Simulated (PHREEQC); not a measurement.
A PHREEQC input (ion-association model, phreeqc.dat):

```
SOLUTION 1
  temp 25
  units mg/kgw
  pH 6.2
  pe 10.8
  Na 0.347
  K 2.28
  Ca 0.307
  Mg 2.1
  Cl 4.46
  S(6) 0.699 as SO4
  Alkalinity 7.05 as HCO3 charge
  Cd 0.0115
END
USE solution 1
EQUILIBRIUM_PHASES 1
  Gypsum 0 0
  CO2(g) -3.4 10
END
```

It stops with these messages:

```
ERROR: Alkalinity cannot be used with charge balance or solution phase boundary constraints.
ERROR: Program terminating due to input errors.
```

The fault: charge balance asked on alkalinity. The line should read `as HCO3` where the input has `as HCO3 charge`. With the mend the run ends at pH 7.27 and ionic strength 0.000360 mol/kgw.
